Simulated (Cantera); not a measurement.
Feed: 1 mol Cr, 8.8 mol N₂O, 28 mol H₂, at 2548.15 K and 100 Torr.

Cantera equilibrium calculation (NASA polynomials, part measured and part estimated; ideal gas, pure solids and liquids). Candidate condensed phases: Cr, CrN, Cr₂N, Cr₂O₃, H₂O; 29 gas species. Rates play no part.

Base state: H₂ 0.476, N₂ 0.225, H₂O 0.209, H 0.0585, Cr 0.0166, CrO 0.00788, OH 0.00561, CrO₂ 0.00108 (mole fractions); condensed: gas only.

Q: What changes in the equilibrium state with this change: H₂ from 28 to 210 mol?

A: 
| species | before | after |
|---|---|---|
| H₂ | 0.476 | 0.841 |
| H | 0.0585 | 0.0777 |
| N₂ | 0.225 | 0.0385 |
| H₂O | 0.209 | 0.0374 |
| Cr | 0.0166 | 0.00417 |
| CrO₂ | 0.00108 | 2.80e-6 |
| O₂ | 8.06e-5 | 8.31e-7 |
| CrO | 0.00788 | 0.000200 |
| NO | 0.000262 | 1.10e-5 |

Q: What changes in the equilibrium state with this change: N₂O from 8.8 to 13 mol?

A: 
```csv
species,before,after
H₂,0.476,0.342
N₂,0.225,0.300
H₂O,0.209,0.275
Cr,0.0166,0.0111
H,0.0585,0.0496
O₂,8.06e-5,0.000271
CrO₂,0.00108,0.00242
NO,0.000262,0.000553
O,0.000450,0.000824
```
